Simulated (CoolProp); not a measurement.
Model: reference Helmholtz-energy equation of state, Span 1996, in CoolProp.

### Question
Give the vapour pressure (bar), enthalpy of vaporisation (kJ/kg), vapour viscosity (µPa s) of saturated carbon dioxide at -20.95, -14.05, -10.65 °C.

### Answer
```csv
T (°C),p (bar),enthalpy of vaporisation (kJ/kg),vapour viscosity (µPa s)
-20.95,19.1,285,12.9
-14.05,23.6,269,13.3
-10.65,26.0,260,13.6
```

Viscosity comes from a separate model (Laesecke 2017).
